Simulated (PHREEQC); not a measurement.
1 kg of water holding 0.061 mol/kgw KCl, 0.26 mol/kgw Na2SO4, 0.43 mol/kgw NaCl and 0.0058 mol/kgw Na2B4O7 is evaporated at 20 °C; the solids stay in contact with the brine. No CO2 enters from the air. Only these solids could form: Arcanite, Glaserite, Halite, Mirabilite, Misenite, Sylvite, Thenardite, Borax, Boric_acid,s, KB5O8:4H2O, K2B4O7:4H2O, NaBO2:4H2O, NaB5O8:5H2O, Teepleite.

The numbers come from PHREEQC with the Pitzer model, pitzer.dat.

| water left (kg) | ionic strength | water activity | Halite (mol) | Thenardite (mol) |
|---|---|---|---|---|
| 1 | 1.28 | 0.974 | 0 | 0 |
| 0.8219 | 1.56 | 0.968 | 0 | 0 |
| 0.6755 | 1.90 | 0.962 | 0 | 0 |
| 0.5552 | 2.31 | 0.954 | 0 | 0 |
| 0.4563 | 2.81 | 0.943 | 0 | 0 |
| 0.3751 | 3.42 | 0.931 | 0 | 0 |
| 0.3083 | 4.16 | 0.915 | 0 | 0 |
| 0.2534 | 5.06 | 0.894 | 0 | 0 |
| 0.1989 | 5.66 | 0.871 | 0 | 0 |
| 0.1533 | 6.42 | 0.839 | 0 | 0 |
| 0.1178 | 7.64 | 0.790 | 0 | 0 |
| 0.1051 | 8.40 | 0.761 | 0 | 0.0744 |
| 0.09522 | 8.37 | 0.746 | 0 | 0.162 |
| 0.07819 | 8.45 | 0.731 | 0.0493 | 0.190 |
| 0.06421 | 8.58 | 0.728 | 0.125 | 0.201 |
| 0.05273 | 8.65 | 0.727 | 0.189 | 0.207 |
| 0.04327 | 8.65 | 0.727 | 0.243 | 0.209 |
| 0.03552 | 8.65 | 0.727 | 0.288 | 0.211 |
| 0.02914 | 8.65 | 0.727 | 0.324 | 0.212 |
| 0.02389 | 8.65 | 0.727 | 0.354 | 0.214 |
| 0.01957 | 8.65 | 0.727 | 0.379 | 0.215 |
| 0.01604 | 8.65 | 0.727 | 0.399 | 0.215 |
| 0.01313 | 8.65 | 0.727 | 0.416 | 0.216 |
| 0.01073 | 8.65 | 0.727 | 0.430 | 0.217 |

Mirabilite from water left = 0.1989 kg (pH 8.60), last present at water left = 0.1051 kg; Thenardite from water left = 0.1051 kg (pH 8.44); Borax from water left = 0.09522 kg (pH 8.42); Halite from water left = 0.07819 kg (pH 8.40); Glaserite from water left = 0.05273 kg (pH 8.43).
